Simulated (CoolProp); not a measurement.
Computed with CoolProp (reference Helmholtz-energy equation of state, Bücker 2006).

Task: For ethane, give the phase and the cv (kJ/(kg K)), Joule-Thomson coefficient (K/MPa), Prandtl number at 463.5 K and 1810 kPa.

Result: 
- 463.5 K and 1810 kPa: gas; cv 2.18, Joule-Thomson coefficient 3.42, Prandtl number 0.749

Viscosity comes from a separate model (Friend 1991). Thermal conductivity comes from a separate model (Friend 1991).
